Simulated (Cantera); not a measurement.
Thermodynamics of aluminium nitride and oxide growth, feed AlBr₃ + NH₃ + N₂

Charge: 1 mol AlBr₃, a varied amount of NH₃, 45 mol N₂, held at 1750 °C and 1.00 Torr.

Cantera equilibrium calculation (NASA polynomials, part measured and part estimated; ideal gas, pure solids and liquids). Candidate condensed phases: Al, AlBr₃, AlN, Br₂; 19 gas species. Rates play no part.

| n(NH₃) (mol) | log p N₂ | log p H₂ | log p H | log p Br | log p AlBr |
|---|---|---|---|---|---|
| 0.22 | -2.91 | -5.27 | -5.35 | -4.27 | -4.59 |
| 0.63 | -2.91 | -4.72 | -5.08 | -4.30 | -4.60 |
| 1.8 | -2.93 | -4.23 | -4.84 | -4.34 | -4.62 |
| 5.3 | -2.97 | -3.79 | -4.62 | -4.44 | -4.68 |
| 15 | -3.05 | -3.45 | -4.44 | -4.60 | -4.83 |
| 44 | -3.19 | -3.22 | -4.33 | -4.87 | -5.11 |
| 130 | -3.33 | -3.10 | -4.27 | -5.22 | -5.56 |
log p: log10 of the partial pressure in bar; nothing condenses.

From 0.22 mol NH₃ to 130 mol NH₃ nothing is condensed. The main Al-bearing gas is AlBr throughout.
